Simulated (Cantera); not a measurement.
Stirred combustor or abatement burner

A perfectly stirred reactor is fed with 27.0 % H2, 15.3 % O2, 57.7 % N2, equivalence ratio 0.88, at 5.00 bar; it is adiabatic with a 750 K inlet, and is followed from long to short residence time, starting on the burning branch (τ in s: 0.027, 0.016, 0.0091, 0.0053, 0.003, 0.0018, 0.001, 0.0006, 0.00035, 0.0002, 0.00012, 6.7e-05).

Model: the H2/O2 subset of GRI-Mech 3.0, which has no nitrogen chemistry, integrated in Cantera. The hydrogen kinetics of GRI-Mech 3.0 are dated; newer H2 mechanisms differ, most at raised pressure.

```csv
τ (s),T (K),x H2,x O2,x OH,x HO2,x H2O2,x H2O
0.027,2587,0.00813,0.0216,0.0123,8.32e-6,8.17e-7,0.294
0.016,2587,0.00818,0.0216,0.0123,8.34e-6,8.17e-7,0.294
0.0091,2586,0.00825,0.0217,0.0124,8.37e-6,8.17e-7,0.294
0.0053,2584,0.00838,0.0217,0.0124,8.42e-6,8.17e-7,0.293
0.0030,2582,0.00862,0.0218,0.0125,8.51e-6,8.17e-7,0.293
0.0018,2578,0.00896,0.0219,0.0127,8.65e-6,8.17e-7,0.292
0.0010,2570,0.00963,0.0221,0.0131,8.94e-6,8.18e-7,0.291
0.00060,2559,0.0106,0.0225,0.0135,9.38e-6,8.21e-7,0.290
0.00035,2541,0.0121,0.0230,0.0143,1.02e-5,8.33e-7,0.287
0.00020,2512,0.0143,0.0238,0.0153,1.16e-5,8.60e-7,0.283
0.00012,2476,0.0171,0.0249,0.0164,1.38e-5,9.09e-7,0.278
6.7e-5,2420,0.0210,0.0264,0.0178,1.79e-5,1.00e-6,0.271
```
x: mole fraction; the columns are a selection and need not sum to one.
